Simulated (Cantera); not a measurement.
A freely propagating, adiabatic, planar premixed flame of CO : H₂ : O₂ : N₂ = 1 : 0.041 : 0.434 : 1.13 (molar parts), equivalence ratio 1.2, unburnt at 475 K and 1.01 bar; mixture-averaged transport, grid criteria slope 0.08 and curve 0.16, no radiation.

Model: GRI-Mech 3.0 (53 species, 325 reactions), integrated in Cantera. Burning velocities carry a grid error of a few per cent, more on coarse grids.

What does this change do: CO 1 to 0.78 parts?


```csv
quantity,before,after
laminar burning velocity,117 cm/s,107 cm/s
thermal thickness,0.744 mm,0.740 mm
```
